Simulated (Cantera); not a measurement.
## Silicon nitride deposition: SiH₂Cl₂ + NH₃ + H₂

A closed system holds: 1 mol SiH₂Cl₂, 3.5 mol NH₃, 1.6 mol H₂, held at 8.00 Pa.

Cantera equilibrium calculation (NASA polynomials, part measured and part estimated; ideal gas, pure solids and liquids). Candidate condensed phases: NH₄Cl, Si, Si₃N₄; 28 gas species. The tables' values for SiCl, SiCl₃, SiN are old estimates; treat these amounts as uncertain. Gases not in the tables: Si₂H₆ and higher silanes. Equilibrium is a limit: real reactors are often held back by kinetics, nucleation or transport.

At 1075 °C the condensed part is Si₃N₄(s). From 1175 °C to 1375 °C the condensed part is Si(s). At 1475 °C the condensed part is Si(l). From 1575 °C to 1675 °C nothing is condensed. The main Si-bearing gas is SiCl₂ at 1075 °C and Si at 1675 °C.

```csv
T (°C),x H₂,x N₂,x HCl,x H,x Si,x SiCl₂,x Cl,n Si₃N₄(s),n Si(s),n Si(l)
1075,0.704,0.125,0.145,0.000217,7.19e-7,0.0258,3.74e-5,0.245,0,0
1175,0.690,0.165,0.0995,0.000856,3.66e-5,0.0442,0.000101,0,0.529,0
1275,0.689,0.165,0.0969,0.00286,0.000397,0.0453,0.000321,0,0.511,0
1375,0.683,0.164,0.0938,0.00823,0.00322,0.0458,0.000886,0,0.467,0
1475,0.661,0.160,0.0923,0.0208,0.0182,0.0430,0.00224,0,0,0.300
1575,0.608,0.152,0.101,0.0462,0.0505,0.0314,0.00585,0,0,0
1675,0.545,0.145,0.118,0.0933,0.0642,0.0145,0.0152,0,0,0
```
x: gas mole fraction; n: condensed amount in mol.
